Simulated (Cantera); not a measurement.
What does this Cantera script print?

```python
import numpy as np
import cantera as ct

gas_names = [...]  # 113 gases of nasa_gas.yaml made of C, Cu, H, O
cond_names = """
    C(gr) C6H6(L) C7H8(L) C8H18(L),n-octa Cu(cr) Cu(L) CuO(s) CuO2H2(s) Cu2O(s) Cu2O(L) H2O(s) H2O(L)
""".split()


# ... load() reads the species with a 1 bar reference pressure and builds the phases ...
atoms = {
    'CuO': {'Cu': 1, 'O': 1},
    'CH4': {'C': 1, 'H': 4},
    'H2': {'H': 2},
}
top_T = {'C(gr)': 4500, 'CuO(s)': 1390}  # K; cautious upper limits of use, not melting points


# ... equilibrate(T, P, feed) seeds the gas with the atoms and calls Mixture.equilibrate('TP', solver="vcs", rtol=1e-11, max_steps=5000) ...
results = []
feed = {'CuO': 1, 'CH4': 2.6, 'H2': 0.12}  # mol
for P in [10, 36, 130, 460, 1700, 6000, 22000, 77000, 280000, 1000000]:
    for T in [1275, 1350, 1425, 1500, 1575, 1650, 1725, 1800, 1875, 1950, 2025, 2100, 2175, 2250]:
        mix = equilibrate(T, P, feed)
        results.append((T, P, feed, dict(zip(mix.species_names, mix.species_moles))))

for T, P, feed, n in results:
    print(f"{T:7g} {P:10.4g}  " + (" + ".join(c for c in cond_names if n.get(c, 0) > 1e-12) or "gas only"))
```

It prints:

```
   1275         10  C(gr) + Cu(cr)
   1350         10  C(gr) + Cu(cr)
   1425         10  C(gr) + Cu(L)
   1500         10  C(gr) + Cu(L)
   1575         10  C(gr)
   1650         10  C(gr)
   1725         10  C(gr)
   1800         10  C(gr)
   1875         10  C(gr)
   1950         10  C(gr)
   2025         10  C(gr)
   2100         10  C(gr)
   2175         10  C(gr)
   2250         10  C(gr)
   1275         36  C(gr) + Cu(cr)
   1350         36  C(gr) + Cu(cr)
   1425         36  C(gr) + Cu(L)
   1500         36  C(gr) + Cu(L)
   1575         36  C(gr) + Cu(L)
   1650         36  C(gr)
   1725         36  C(gr)
   1800         36  C(gr)
   1875         36  C(gr)
   1950         36  C(gr)
   2025         36  C(gr)
   2100         36  C(gr)
   2175         36  C(gr)
   2250         36  C(gr)
   1275        130  C(gr) + Cu(cr)
   1350        130  C(gr) + Cu(cr)
   1425        130  C(gr) + Cu(L)
   1500        130  C(gr) + Cu(L)
   1575        130  C(gr) + Cu(L)
   1650        130  C(gr) + Cu(L)
   1725        130  C(gr)
   1800        130  C(gr)
   1875        130  C(gr)
   1950        130  C(gr)
   2025        130  C(gr)
   2100        130  C(gr)
   2175        130  C(gr)
   2250        130  C(gr)
   1275        460  C(gr) + Cu(cr)
   1350        460  C(gr) + Cu(cr)
   1425        460  C(gr) + Cu(L)
   1500        460  C(gr) + Cu(L)
   1575        460  C(gr) + Cu(L)
   1650        460  C(gr) + Cu(L)
   1725        460  C(gr) + Cu(L)
   1800        460  C(gr) + Cu(L)
   1875        460  C(gr)
   1950        460  C(gr)
   2025        460  C(gr)
   2100        460  C(gr)
   2175        460  C(gr)
   2250        460  C(gr)
   1275       1700  C(gr) + Cu(cr)
   1350       1700  C(gr) + Cu(cr)
   1425       1700  C(gr) + Cu(L)
   1500       1700  C(gr) + Cu(L)
   1575       1700  C(gr) + Cu(L)
   1650       1700  C(gr) + Cu(L)
   1725       1700  C(gr) + Cu(L)
   1800       1700  C(gr) + Cu(L)
   1875       1700  C(gr) + Cu(L)
   1950       1700  C(gr)
   2025       1700  C(gr)
   2100       1700  C(gr)
   2175       1700  C(gr)
   2250       1700  C(gr)
   1275       6000  C(gr) + Cu(cr)
   1350       6000  C(gr) + Cu(cr)
   1425       6000  C(gr) + Cu(L)
   1500       6000  C(gr) + Cu(L)
   1575       6000  C(gr) + Cu(L)
   1650       6000  C(gr) + Cu(L)
   1725       6000  C(gr) + Cu(L)
   1800       6000  C(gr) + Cu(L)
   1875       6000  C(gr) + Cu(L)
   1950       6000  C(gr) + Cu(L)
   2025       6000  C(gr) + Cu(L)
   2100       6000  C(gr)
   2175       6000  C(gr)
   2250       6000  C(gr)
   1275    2.2e+04  C(gr) + Cu(cr)
   1350    2.2e+04  C(gr) + Cu(cr)
   1425    2.2e+04  C(gr) + Cu(L)
   1500    2.2e+04  C(gr) + Cu(L)
   1575    2.2e+04  C(gr) + Cu(L)
   1650    2.2e+04  C(gr) + Cu(L)
   1725    2.2e+04  C(gr) + Cu(L)
   1800    2.2e+04  C(gr) + Cu(L)
   1875    2.2e+04  C(gr) + Cu(L)
   1950    2.2e+04  C(gr) + Cu(L)
   2025    2.2e+04  C(gr) + Cu(L)
   2100    2.2e+04  C(gr) + Cu(L)
   2175    2.2e+04  C(gr) + Cu(L)
   2250    2.2e+04  C(gr)
   1275    7.7e+04  C(gr) + Cu(cr)
   1350    7.7e+04  C(gr) + Cu(cr)
   1425    7.7e+04  C(gr) + Cu(L)
   1500    7.7e+04  C(gr) + Cu(L)
   1575    7.7e+04  C(gr) + Cu(L)
   1650    7.7e+04  C(gr) + Cu(L)
   1725    7.7e+04  C(gr) + Cu(L)
   1800    7.7e+04  C(gr) + Cu(L)
   1875    7.7e+04  C(gr) + Cu(L)
   1950    7.7e+04  C(gr) + Cu(L)
   2025    7.7e+04  C(gr) + Cu(L)
   2100    7.7e+04  C(gr) + Cu(L)
   2175    7.7e+04  C(gr) + Cu(L)
   2250    7.7e+04  C(gr) + Cu(L)
   1275    2.8e+05  C(gr) + Cu(cr)
   1350    2.8e+05  C(gr) + Cu(cr)
   1425    2.8e+05  C(gr) + Cu(L)
   1500    2.8e+05  C(gr) + Cu(L)
   1575    2.8e+05  C(gr) + Cu(L)
   1650    2.8e+05  C(gr) + Cu(L)
   1725    2.8e+05  C(gr) + Cu(L)
   1800    2.8e+05  C(gr) + Cu(L)
   1875    2.8e+05  C(gr) + Cu(L)
   1950    2.8e+05  C(gr) + Cu(L)
   2025    2.8e+05  C(gr) + Cu(L)
   2100    2.8e+05  C(gr) + Cu(L)
   2175    2.8e+05  C(gr) + Cu(L)
   2250    2.8e+05  C(gr) + Cu(L)
   1275      1e+06  C(gr) + Cu(cr)
   1350      1e+06  C(gr) + Cu(cr)
   1425      1e+06  C(gr) + Cu(L)
   1500      1e+06  C(gr) + Cu(L)
   1575      1e+06  C(gr) + Cu(L)
   1650      1e+06  C(gr) + Cu(L)
   1725      1e+06  C(gr) + Cu(L)
   1800      1e+06  C(gr) + Cu(L)
   1875      1e+06  C(gr) + Cu(L)
   1950      1e+06  C(gr) + Cu(L)
   2025      1e+06  C(gr) + Cu(L)
   2100      1e+06  C(gr) + Cu(L)
   2175      1e+06  C(gr) + Cu(L)
   2250      1e+06  C(gr) + Cu(L)
```

Equilibrium computed with Cantera from the NASA thermochemical tables; the gas is ideal and each condensed phase is pure.
